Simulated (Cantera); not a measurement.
Input: 1 mol C3H8, 0.019 mol NH3, 0.17 mol N2, at 1452 °C and 0.0600 bar.

Equilibrium computed with Cantera from the NASA thermochemical tables; the gas is ideal and each condensed phase is pure. Candidate condensed phases: C, C6H6, C7H8, C8H18; 92 gas species. Equilibrium is a limit: real reactors are often held back by kinetics, nucleation or transport.

Base state: H2 0.956, N2 0.0422, HCN 0.000842, H 0.000741, C2H2 (acetylene) 8.81e-5, CH4 5.48e-5, HNC 2.68e-5 (mole fractions); condensed: C(graphite).

**Question.** What changes in the equilibrium state with this change: temperature from 1452 °C to 375 °C?

**Answer.** 
| species | before | after |
|---|---|---|
| H2 | 0.956 | 0.511 |
| CH4 | 5.48e-5 | 0.428 |
| N2 | 0.0422 | 0.0609 |
| HCN | 0.000842 | <1e-9 |
| H | 0.000741 | <1e-9 |
| C2H2 (acetylene) | 8.81e-5 | <1e-9 |
| C(graphite), mol | 3.00 | 1.74 |
